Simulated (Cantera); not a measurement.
Input (Python, Cantera) and output of one run.

```python
import numpy as np
import cantera as ct

gas_names = """
    C CH CH2 CH3 CH2OH CH3O CH4 CH3OH CO CO2 COOH C2 C2H CHCO,ketyl C2H2,acetylene C2H2,vinylidene
    CH2CO,ketene C2H3,vinyl CH3CO,acetyl C2H4 C2H4O,ethylen CH3CHO,ethanal CH3COOH (HCOOH)2 C2H5 C2H6
    CH3OCH3 C2H5OH C2O C3 C3H3,propargyl C3H4,allene C3H4,propyne C3H4,cyclo- C3H5,allyl C3H6,propylene
    C3H6,cyclo- C3H6O C3H7,n-propyl C3H7,i-propyl C3H8 C3H8O,1propanol C3H8O,2propanol C3O2 C4 C4H2
    C4H4,1,3-cyclo- C4H6,butadiene C4H6,2-butyne C4H6,cyclo- C4H8,1-butene C4H8,cis2-buten
    C4H8,tr2-butene C4H8,isobutene C4H8,cyclo- (CH3COOH)2 C4H9,n-butyl C4H9,i-butyl C4H9,s-butyl
    C4H9,t-butyl C4H10,isobutane C4H10,n-butane C5 C5H6,1,3cyclo- C5H8,cyclo- C5H10,1-pentene
    C5H10,cyclo- C5H11,pentyl C5H11,t-pentyl C5H12,n-pentane C5H12,i-pentane CH3C(CH3)2CH3 C6H2
    C6H5,phenyl C6H5O,phenoxy C6H6 C6H5OH,phenol C6H10,cyclo- C6H12,1-hexene C6H12,cyclo- C6H13,n-hexyl
    C7H7,benzyl C7H8 C7H8O,cresol C7H14,1-heptene C7H15,n-heptyl C7H16,n-heptane C8H8,styrene
    C8H10,ethylbenz C8H16,1-octene C8H17,n-octyl C8H18,isooctane C8H18,n-octane C9H19,n-nonyl
    C10H8,naphthale C10H21,n-decyl C12H9,o-bipheny C12H10,bipheny Ca CaO CaOH CaO2H2 Ca2 H HCO HO2 H2
    HCHO,formaldehy HCOOH H2O H2O2 O OH O2 O3
""".split()
cond_names = """
    C(gr) C6H6(L) C7H8(L) C8H18(L),n-octa Ca(a) Ca(b) Ca(L) CaCO3(caL) CaO(s) CaO(L) CaO2H2(s) H2O(s)
    H2O(L)
""".split()


def load(file, names, dense=False):
    # The tables refer to 1 bar. Condensed volumes are neglected.
    table = {s.name: s for s in ct.Species.list_from_file(file)}
    out = []
    for n in names:
        d = dict(table[n].input_data)
        d["thermo"] = dict(d["thermo"], **{"reference-pressure": 1e5})
        if dense:
            d["equation-of-state"] = {"model": "constant-volume", "density": "1e6 g/cm^3"}
        out.append(ct.Species.from_dict(d))
    return out


gas = ct.Solution(thermo="ideal-gas", species=load("nasa_gas.yaml", gas_names))
cond = {s.name: ct.Solution(thermo="fixed-stoichiometry", species=[s], name=s.name)
        for s in load("nasa_condensed.yaml", cond_names, dense=True)}
atoms = {
    'CaCO3': {'Ca': 1, 'C': 1, 'O': 3},
    'H2': {'H': 2},
    'O2': {'O': 2},
    'CO2': {'C': 1, 'O': 2},
}
top_T = {'C(gr)': 4500}  # K; cautious upper limits of use, not melting points


def equilibrate(T, P, feed):
    n = {}
    for name, mol in feed.items():
        for a, k in atoms[name].items():
            n[a] = n.get(a, 0.0) + k * mol
    gas.TPX = T, P, n
    mass = sum(n.values()) * gas.mean_molecular_weight
    gas.equilibrate("TP")
    valid = [c for c in cond.values() if c.min_temp <= T <= top_T.get(c.name, c.max_temp)]
    mix = ct.Mixture([(gas, mass / gas.mean_molecular_weight)] + [(c, 0.0) for c in valid])
    mix.T, mix.P = T, P
    mix.equilibrate("TP", solver="vcs", rtol=1e-11, max_steps=5000)
    return mix


results = []
feed = {'CaCO3': 1, 'H2': 0.04, 'O2': 0.78, 'CO2': 0.11}  # mol
P = 150000  # Pa
for T in [973, 1023, 1073, 1123, 1173, 1223, 1273, 1323, 1373, 1423, 1473]:
    mix = equilibrate(T, P, feed)
    results.append((T, P, feed, dict(zip(mix.species_names, mix.species_moles))))

top = {s: max(r[3][s] / sum(r[3][g] for g in gas_names) for r in results) for s in gas_names}
cols = sorted((s for s in top if top[s] > 1e-06), key=lambda s: -top[s])[:9]
seen = [c for c in cond_names if any(r[3].get(c, 0) > 1e-12 for r in results)]
print("log10 of partial pressures in bar; condensed amounts in mol")
print(f"{'T/K':>10s}" + "".join(f"{s[:9]:>10s}" for s in cols + seen))
for T, P, feed, n in results:
    ng = sum(n[g] for g in gas_names)
    print(f"{T:10.4g}" + "".join(f"{np.log10(max(n[s] / ng * P / 1e5, 1e-99)):10.3f}" for s in cols)
          + "".join(f"{n.get(c, 0):10.4g}" for c in seen))
```

Result:

```
log10 of partial pressures in bar; condensed amounts in mol
       T/K        O2       CO2       H2O        OH        CO         O CaCO3(caL    CaO(s)
       973     0.098    -0.742    -1.181    -7.072   -11.416   -10.121         1         0
      1023     0.098    -0.742    -1.181    -6.645   -10.674    -9.458         1         0
      1073     0.085    -0.656    -1.194    -6.268    -9.910    -8.863     0.972   0.02801
      1123    -0.028    -0.290    -1.307    -6.000    -8.876    -8.371    0.6946    0.3054
      1173    -0.224    -0.060    -1.503    -5.825    -7.988    -7.967         0         1
      1223    -0.224    -0.060    -1.503    -5.529    -7.475    -7.506         0         1
      1273    -0.224    -0.060    -1.503    -5.256    -7.003    -7.080         0         1
      1323    -0.224    -0.060    -1.503    -5.003    -6.566    -6.687         0         1
      1373    -0.224    -0.060    -1.503    -4.769    -6.162    -6.322         0         1
      1423    -0.224    -0.060    -1.503    -4.552    -5.787    -5.983         0         1
      1473    -0.224    -0.060    -1.503    -4.349    -5.437    -5.666         0         1
```

Method: chemical equilibrium by Gibbs-energy minimisation in Cantera with the NASA 1993 tables (ideal gas, pure condensed phases). Mutual solubility and eutectic melting of coexisting phases are not modelled.
